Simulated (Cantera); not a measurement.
Input (Python, Cantera):

```python
import numpy as np
import cantera as ct

gas = ct.Solution("gri30.yaml", transport_model="multicomponent")
show = ['O', 'NH3', 'H2O']

rows = []
print(f"{'T/K':>7s}{'rho':>11s}{'cp':>10s}{'mu':>11s}{'lambda':>11s}{'Pr':>7s}" + "".join(f"{'D_' + s:>11s}" for s in show))
for T in [400, 500, 600, 700, 800, 900]:
    gas.TPX = T, 34000, {'C3H8': 0.77}
    Pr = gas.cp_mass * gas.viscosity / gas.thermal_conductivity
    D = [gas.mix_diff_coeffs_mole[gas.species_index(s)] for s in show]
    rows.append([gas.density, gas.cp_mass, gas.viscosity, gas.thermal_conductivity, Pr, *D])
    print(f"{T:7g}{gas.density:11.4e}{gas.cp_mass:10.1f}{gas.viscosity:11.4e}"
          f"{gas.thermal_conductivity:11.4e}{Pr:7.3f}" + "".join(f"{d:11.4e}" for d in D))
print("SI units: kg/m3, J/kg/K, Pa s, W/m/K, m2/s")
```

Result:

```
    T/K        rho        cp         mu     lambda     Pr        D_O      D_NH3      D_H2O
    400 4.5081e-01    2133.9 1.0870e-05 3.0588e-02  0.758 8.8825e-05 5.9343e-05 6.0509e-05
    500 3.6065e-01    2549.2 1.3269e-05 4.4570e-02  0.759 1.3171e-04 9.1639e-05 9.3818e-05
    600 3.0054e-01    2917.3 1.5474e-05 5.9479e-02  0.759 1.8077e-04 1.2965e-04 1.3321e-04
    700 2.5761e-01    3237.2 1.7519e-05 7.4764e-02  0.759 2.3558e-04 1.7288e-04 1.7815e-04
    800 2.2541e-01    3511.9 1.9434e-05 9.0051e-02  0.758 2.9579e-04 2.2094e-04 2.2822e-04
    900 2.0036e-01    3748.9 2.1240e-05 1.0517e-01  0.757 3.6112e-04 2.7352e-04 2.8310e-04
SI units: kg/m3, J/kg/K, Pa s, W/m/K, m2/s
```

Model: GRI-Mech 3.0 (53 species, 325 reactions), integrated in Cantera.
